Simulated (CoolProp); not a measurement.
Model: reference Helmholtz-energy equation of state, Lemmon 2006, in CoolProp. It is a short technical equation, of lower accuracy than the large ones.

Task: Give the vapour pressure (MPa), vapour Z, liquid viscosity (µPa s) of saturated C2F6 (R116) at -27.05 °C.

Result: 
| T (°C) | p (MPa) | vapour Z | liquid viscosity (µPa s) |
|---|---|---|---|
| -27.05 | 0.840 | 0.799 | 177 |

Viscosity comes from a separate model (Huber 2003), an estimate that may be off by 10 % or more.
